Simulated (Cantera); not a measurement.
A closed system holds: 1 mol SiC, 0.04 mol N₂O, 40 mol H₂, at 13300 Pa.

Method: chemical equilibrium by Gibbs-energy minimisation in Cantera with the NASA 1993 tables (ideal gas, pure condensed phases). Candidate condensed phases: C, C₆H₆, C₇H₈, C₈H₁₈, H₂O, Si, SiC, SiO₂, Si₂N₂O, Si₃N₄; 151 gas species. Mutual solubility and eutectic melting of coexisting phases are not modelled. Gases not in the tables: Si₂H₆ and higher silanes. Kinetics and transport are ignored.

Q: Which condensed phases are stable at each of these points (T (°C)): 627, 727, 827, 927, 1027, 1127, 1227, 1327, 1427, 1527, 1627, 1727, 1827, 1927?

A: 
| T (°C) | condensed phases | Si condensed (%) |
|---|---|---|
| 627 | SiC(s) + Si₂N₂O(s) | 100.0 |
| 727 | SiC(s) + Si₂N₂O(s) | 100.0 |
| 827 | SiC(s) + Si₂N₂O(s) | 100.0 |
| 927 | SiC(s) + Si₂N₂O(s) | 100.0 |
| 1027 | C(graphite) + SiC(s) + Si₂N₂O(s) | 100.0 |
| 1127 | SiC(s) + Si₂N₂O(s) | 100.0 |
| 1227 | SiC(s) + Si₂N₂O(s) | 99.7 |
| 1327 | SiC(s) | 98.0 |
| 1427 | SiC(s) | 98.0 |
| 1527 | SiC(s) | 97.9 |
| 1627 | SiC(s) | 97.8 |
| 1727 | SiC(s) | 97.3 |
| 1827 | SiC(s) | 96.2 |
| 1927 | SiC(s) | 93.5 |

From 627 °C to 927 °C the condensed part is SiC(s) + Si₂N₂O(s). At 1027 °C the condensed part is C(graphite) + SiC(s) + Si₂N₂O(s). From 1127 °C to 1227 °C the condensed part is SiC(s) + Si₂N₂O(s). From 1327 °C to 1927 °C the condensed part is SiC(s).
